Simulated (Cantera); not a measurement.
# Transport properties of process gases

Gas mixture: O₂ : CO₂ : N₂O = 0.96 : 0.82 : 0.78 (molar parts), at 0.000365 atm, frozen composition.

Cantera's kinetic-theory transport with the Lennard-Jones parameters of GRI-Mech 3.0, ideal gas; thermal conductivity in the mixture-averaged form.

```tsv
T (K)	ρ (kg/m³)	cp (J/kg/K)	μ (µPa s)	λ (mW/m/K)	Pr	D (cm²/s) H₂	D (cm²/s) H₂O	D (cm²/s) CH₄
400	0.000440	950.0	21.4	28.3	0.719	3180	883	874
500	0.000352	1011	25.7	36.0	0.721	4650	1360	1300
600	0.000293	1062	29.6	43.5	0.723	6330	1920	1790
700	0.000251	1106	33.2	50.7	0.725	8200	2560	2340
800	0.000220	1142	36.6	57.5	0.727	10300	3270	2940
900	0.000195	1172	39.8	64.1	0.728	12500	4050	3590
```
D: mixture-averaged diffusion coefficient of that species in the mixture.
